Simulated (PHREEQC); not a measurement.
PHREEQC input (ion-association model, wateq4f.dat):

```
SOLUTION_MASTER_SPECIES
  An  An-  0  An  62.0  # stands for a non-complexing anion
SOLUTION_SPECIES
  An- = An-
    -log_k 0
    -gamma 3.0 0
PHASES
  Fix_H+
    H+ = H+
    -log_k 0
SOLUTION 1
  temp 25
  units mmol/kgw
  pH 7 charge
  S(6) 0.081
  Cu(2) 0.081
  Cl 0.00068
  Sr 0.0001
  Ba 0.00024
  Na 50
  An 50
END
SELECTED_OUTPUT 1
  -reset false
  -pH true
  -pe true
  -ionic_strength true
  -water true
  -totals Ba Cl Cu Na S Sr Cu(1) Cu(2) S(-2) S(6)
  -molalities Hfo_wOH Hfo_wOH2+ Hfo_wO- Hfo_sOH Hfo_sOH2+ Hfo_sO- Hfo_sOHBa+2 Hfo_wOBa+ Hfo_sOCu+ Hfo_wOCu+
    Hfo_wSO4- Hfo_wOHSO4-2 Hfo_sOHSr+2 Hfo_wOSr+ Hfo_wOSrOH
  -saturation_indices Barite Celestite Cu(OH)2 Brochantite Antlerite Atacamite Halite Mirabilite Chalcanthite
USER_PUNCH 1
  -headings sigma psi
  10 PUNCH EDL("sigma", "Hfo"), EDL("psi", "Hfo")
PRINT
  -reset false
USE solution 1
SURFACE 1
  Hfo_wOH 4.04494e-05 600 0.018
  Hfo_sOH 1.01124e-06
EQUILIBRIUM_PHASES 1
  Fix_H+ -4 HAn 10
    -force_equality true
  O2(g) -0.68 10
END
# ... the last block is repeated for the other 16 points of pH, with NaOH or the acid as the point needs
```

Selected output (columns that matter, 12 of 17 rows; pH added in front):

```
pH	mu	Ba	Cu	Na	S	Sr	si_Barite	si_Celestite	si_Cu(OH)2	si_Brochantite	si_Antlerite	si_Atacamite	si_Halite	si_Mirabilite
4	0.05042	2.4e-07	8.0848e-05	0.05	6.7557e-05	1e-07	-1.5445	-5.2507	-5.0526	-13.546	-10.084	-10.422	-9.2255	-6.2226
4.38	0.05035	2.4e-07	8.043e-05	0.05	6.8372e-05	1e-07	-1.5378	-5.2439	-4.2947	-11.268	-8.5638	-9.2864	-9.2255	-6.2159
5.12	0.050303	2.4e-07	7.7331e-05	0.05	7.1451e-05	1e-07	-1.5178	-5.2239	-2.8321	-6.878	-5.6359	-7.1012	-9.2254	-6.1958
5.5	0.05028	2.4e-07	7.0997e-05	0.05	7.3191e-05	1e-07	-1.5071	-5.2131	-2.1101	-4.7394	-4.2193	-6.0372	-9.2254	-6.1851
6.25	0.050256	2.4e-07	5.6789e-05	0.050027	7.4262e-05	1e-07	-1.5004	-5.2064	-0.7266	-0.6986	-1.562	-4.0202	-9.2251	-6.1779
6.62	0.050247	2.4e-07	5.4012e-05	0.050046	7.4618e-05	1e-07	-1.4981	-5.2042	-0.0774	1.1604	-0.3522	-3.0917	-9.2249	-6.1753
7.38	0.050221	2.4e-07	5.5071e-05	0.050126	7.7585e-05	1e-07	-1.4807	-5.1866	0.694	2.7438	0.4597	-2.3088	-9.2242	-6.1564
7.75	0.050222	2.4e-07	5.7467e-05	0.050146	7.9587e-05	1e-07	-1.4696	-5.1755	0.7831	2.3711	-0.002	-2.5007	-9.224	-6.1449
8.5	0.050229	2.4e-07	6.0669e-05	0.050161	8.0917e-05	9.9998e-08	-1.4625	-5.1683	0.8266	1.0524	-1.3642	-3.1637	-9.2239	-6.1374
8.88	0.050235	2.3999e-07	6.1559e-05	0.050169	8.0984e-05	9.9988e-08	-1.4622	-5.1681	0.8339	0.3217	-2.1021	-3.5292	-9.2238	-6.137
9.62	0.050279	2.3976e-07	6.2823e-05	0.050214	8.0999e-05	9.9675e-08	-1.4628	-5.1696	0.8429	-1.122	-3.5549	-4.251	-9.2235	-6.1363
10	0.050351	2.3869e-07	6.346e-05	0.050287	8.1e-05	9.8241e-08	-1.4652	-5.1764	0.8472	-1.8652	-4.3024	-4.6226	-9.2229	-6.1354
```

Along this series the solution becomes supersaturated in solids that the run did not let form, among them Cu(OH)2, Brochantite, Antlerite. The database's constant for dissolved Cu(OH)2 is higher than later reviews accept.
